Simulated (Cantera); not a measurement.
Charge: 1 mol TiO₂, 47 mol Cl₂, 0.43 mol O₂, held at 1.60 mbar.

These are equilibrium values from Cantera (NASA tables, ideal gas, pure condensed phases), not measurements of a reactor. Candidate condensed phases: Ti, TiCl₂, TiCl₃, TiCl₄, TiO, TiO₂, Ti₂O₃, Ti₃O₅, Ti₄O₇; 15 gas species. Condensed phases not in the tables: TiOCl. Equilibrium is a limit: real reactors are often held back by kinetics, nucleation or transport.

log p: log10 of the partial pressure in bar; n: condensed amount in mol.

```csv
T (°C),log p Cl₂,log p Cl,log p O₂,log p TiCl₄,log p ClO,n TiO₂(rutile)
400,-2.80,-7.95,-4.84,-11.57,-11.01,1.00
475,-2.80,-6.99,-4.84,-10.17,-10.22,1.000
550,-2.80,-6.20,-4.84,-9.03,-9.58,1.000
625,-2.80,-5.55,-4.84,-8.08,-9.04,1.000
700,-2.80,[?],-4.84,[?],[?],0.998
775,-2.81,-4.52,-4.84,-6.62,-8.20,0.993
850,-2.82,-4.11,-4.82,-6.07,-7.86,0.974
925,-2.85,-3.76,-4.80,-5.64,-7.56,0.929
1000,[?],[?],-4.76,[?],[?],[?]
1075,-3.01,-3.23,-4.73,-5.17,-7.11,0.753
```

Problem. Some entries are withheld; supply them.

Solution. 
- 1000, log p Cl₂: -2.91
- 1000, log p Cl: -3.47
- 1000, log p TiCl₄: -5.34
- 1000, log p ClO: -7.31
- 1000, n TiO₂(rutile): 0.850
- 700, log p Cl: -4.99
- 700, log p TiCl₄: -7.29
- 700, log p ClO: -8.58
